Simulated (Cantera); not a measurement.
A freely propagating, adiabatic, planar premixed flame of CH4 : H2 : O2 : N2 = 1 : 0.037 : 2.02 : 7.67 (molar parts), unburnt at 400 K and 1.90 bar; mixture-averaged transport, grid criteria slope 0.08 and curve 0.16, no radiation.

Model: GRI-Mech 3.0 (53 species, 325 reactions), integrated in Cantera. Burning velocities carry a grid error of a few per cent, more on coarse grids.

```csv
quantity,before,after
laminar burning velocity,49.4 cm/s,58.9 cm/s
thermal thickness,0.249 mm,0.209 mm
peak x(C2H4),0.000528,0.000330
peak x(H2O2),3.19e-5,4.48e-5
```

### Question
Name the change that produced these shifts.
A. N2 7.67 to 6.1 parts
B. inlet temperature 400 to 575 K
C. CH4 1 to 0.78 parts
D. O2 2.02 to 2.6 parts

### Answer
D, O2 2.02 to 2.6 parts
